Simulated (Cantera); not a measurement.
A Cantera script and what it prints.

```python
import numpy as np
import cantera as ct

gas_names = """
    B BO BO2 B2 B2O B2O2 B2O3 O O2 O3
""".split()
cond_names = """
    B(b) B(L) B2O3(L)
""".split()


# ... load() reads the species with a 1 bar reference pressure and builds the phases ...
atoms = {
    'B': {'B': 1},
    'O2': {'O': 2},
}
top_T = {}  # K; cautious upper limits of use, not melting points


# ... equilibrate(T, P, feed) seeds the gas with the atoms and calls Mixture.equilibrate('TP', solver="vcs", rtol=1e-11, max_steps=5000) ...
results = []
feed = {'B': 1, 'O2': 0.056}  # mol
T = 2150  # K
P = 133.322  # Pa
mix = equilibrate(T, P, feed)
results.append((T, P, feed, dict(zip(mix.species_names, mix.species_moles))))
print(gas.report(threshold=0.001))
for i in range(1, mix.n_phases):
    print(f"{mix.phase(i).name:16s} {mix.phase_moles(i):12.5e} mol")
```

Output:

```
       temperature   2150 K
          pressure   133.32 Pa
           density   0.00027791 kg/m^3
  mean mol. weight   37.263 kg/kmol
   phase of matter   gas

                          1 kg             1 kmol
                     ---------------   ---------------
          enthalpy       -2.1484e+06       -8.0055e+07  J
   internal energy       -2.6281e+06       -9.7931e+07  J
           entropy             10096        3.7622e+05  J/K
    Gibbs function       -2.3856e+07       -8.8894e+08  J
 heat capacity c_p            1490.5             55539  J/K
 heat capacity c_v            1267.3             47225  J/K

                      mass frac. Y      mole frac. X     chem. pot. / RT
                     ---------------   ---------------   ---------------
                 B        0.00029503          0.001017            -3.425
                BO           0.43468           0.60419           -35.841
               B2O          0.012755          0.012634           -39.266
              B2O2           0.54192           0.37662           -71.682
              B2O3          0.010325         0.0055267            -104.1
     [   +5 minor]        1.9149e-05        1.6699e-05

B(b)              8.87345e-01 mol
B2O3(L)           0.00000e+00 mol
```

Cantera equilibrium calculation (NASA polynomials, part measured and part estimated; ideal gas, pure solids and liquids).
